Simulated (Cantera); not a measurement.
**Thermal oxidation and active oxidation of silicon: Si + N2O + H2**

A closed system holds: 1 mol Si, a varied amount of N2O, 74 mol H2, held at 1600 °C and 2.40 bar.

These are equilibrium values from Cantera (NASA tables, ideal gas, pure condensed phases), not measurements of a reactor. Candidate condensed phases: H2O, Si, SiO2, Si2N2O, Si3N4; 35 gas species. Mutual solubility and eutectic melting of coexisting phases are not modelled. The tables hold silica as quartz up to 1696 K and as liquid above; real silica turns to tridymite and cristobalite and melts near 1996 K. Gases not in the tables: Si(OH)4, Si2H6 and higher silanes. Rates play no part.

| n(N2O) (mol) | x H2 | x N2 | x SiO | x H2O | x H | x SiH2 | x NH3 | x SiH | n Si(l) | n Si2N2O(s) | n SiO2(condensed) |
|---|---|---|---|---|---|---|---|---|---|---|---|
| 0.18 | 0.995 | 0.00219 | 0.00218 | 5.12e-6 | 0.000416 | 4.89e-5 | 2.81e-6 | 5.30e-6 | 0.798 | 0.0174 | 0 |
| 0.23 | 0.995 | 0.00219 | 0.00218 | 5.12e-6 | 0.000416 | 4.89e-5 | 2.81e-6 | 5.30e-6 | 0.698 | 0.0674 | 0 |
| 0.29 | 0.995 | 0.00219 | 0.00218 | 5.12e-6 | 0.000416 | 4.89e-5 | 2.81e-6 | 5.30e-6 | 0.578 | 0.127 | 0 |
| 0.36 | 0.995 | 0.00219 | 0.00218 | 5.12e-6 | 0.000416 | 4.89e-5 | 2.81e-6 | 5.30e-6 | 0.438 | 0.197 | 0 |
| 0.46 | 0.995 | 0.00219 | 0.00218 | 5.12e-6 | 0.000416 | 4.89e-5 | 2.81e-6 | 5.30e-6 | 0.238 | 0.297 | 0 |
| 0.59 | 0.995 | 0.00246 | 0.00245 | 7.29e-6 | 0.000416 | 3.86e-5 | 2.98e-6 | 4.19e-6 | 0 | 0.407 | 0 |
| 0.74 | 0.987 | 0.00629 | 0.00618 | 0.000117 | 0.000414 | 5.95e-6 | 4.71e-6 | 6.48e-7 | 0 | 0.268 | 0 |
| 0.95 | 0.980 | 0.0107 | 0.00878 | 0.000401 | 0.000413 | 2.43e-6 | 6.08e-6 | 2.66e-7 | 0 | 0.139 | 0.0591 |
| 1.2 | 0.976 | 0.0148 | 0.00788 | 0.000445 | 0.000412 | 1.96e-6 | 7.10e-6 | 2.14e-7 | 0 | 0.0787 | 0.245 |
| 1.5 | 0.972 | 0.0197 | 0.00706 | 0.000494 | 0.000411 | 1.57e-6 | 8.15e-6 | 1.72e-7 | 0 | 0 | 0.463 |
| 1.9 | 0.971 | 0.0250 | 0.00264 | 0.00132 | 0.000411 | 2.18e-7 | 9.14e-6 | 2.39e-8 | 0 | 0 | 0.799 |
| 2.5 | 0.959 | 0.0327 | 0.000491 | 0.00702 | 0.000409 | 7.45e-9 | 1.03e-5 | 8.23e-10 | 0 | 0 | 0.962 |
x: gas mole fraction; n: condensed amount in mol.

From 0.18 mol N2O to 0.46 mol N2O the condensed part is Si(l) + Si2N2O(s). From 0.59 mol N2O to 0.74 mol N2O the condensed part is Si2N2O(s). From 0.95 mol N2O to 1.2 mol N2O the condensed part is SiO2(condensed) + Si2N2O(s). From 1.5 mol N2O to 2.5 mol N2O the condensed part is SiO2(condensed). The share of Si in condensed phases is highest at 2.5 mol N2O (96.2 %) and lowest at 0.95 mol N2O (33.7 %).
